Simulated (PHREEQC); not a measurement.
PHREEQC input (ion-association model, phreeqc.dat):

```
SOLUTION 1
  temp 25
  units mol/kgw
  pH 7 charge
  Na 0.052
END
SELECTED_OUTPUT 1
  -reset false
  -pH true
  -pe true
  -ionic_strength true
  -water true
  -totals Na Oxg
  -molalities H+ Na+ OH- NaOH
USER_PUNCH 1
  -headings p_Oxg(g) phi_Oxg(g) p_H2O(g) phi_H2O(g) density
  10 PUNCH PR_P("Oxg(g)"), PR_PHI("Oxg(g)"), PR_P("H2O(g)"), PR_PHI("H2O(g)"), RHO
PRINT
  -reset false
USE solution 1
REACTION_TEMPERATURE 1
  10
GAS_PHASE 1
  -fixed_pressure
  -pressure 30
  -temperature 10
  -volume 20
  Oxg(g) 30
  H2O(g) 0
END
# ... the last block is repeated for the other 8 points of T (°C)
```

Selected output (columns that matter, 9 of 9 rows; T (°C) added in front):

```
T (°C)	pH	mu	Na	Oxg	m_H+	m_Na+	m_OH-	p_Oxg(g)	phi_Oxg(g)	p_H2O(g)	phi_H2O(g)	density
10	13.146	0.052014	0.052014	0.047395	8.3456e-14	0.052014	0.052014	29.983	0.96725	0.016601	0.75501	1.0037
20	12.779	0.052025	0.052025	0.038804	1.9491e-13	0.052025	0.052025	29.969	0.97146	0.030602	0.77447	1.002
30	12.447	0.052042	0.052042	0.032968	4.1985e-13	0.052042	0.052042	29.946	0.97518	0.05403	0.79198	0.99928
40	12.146	0.052068	0.052069	0.028921	8.4172e-13	0.052069	0.052069	29.908	0.97846	0.091738	0.80771	0.99577
50	11.873	0.052109	0.052109	0.026087	1.5826e-12	0.052109	0.052109	29.85	0.98137	0.15034	0.82179	0.99155
60	11.625	0.052168	0.052168	0.024104	2.8086e-12	0.052168	0.052168	29.761	0.98395	0.23854	0.83433	0.9867
70	11.4	0.052252	0.052252	0.022741	4.731e-12	0.052252	0.052252	29.632	0.98627	0.36751	0.8454	0.98128
80	11.196	0.052369	0.052369	0.021842	7.5991e-12	0.052369	0.052369	29.449	0.98834	0.55116	0.85508	0.97534
90	11.011	0.052531	0.052531	0.021298	1.1685e-11	0.052531	0.052531	29.194	0.99023	0.80646	0.86341	0.9689
```

Complexes and solids missing from the database can't appear. Constants without temperature data keep their 25 °C values here.
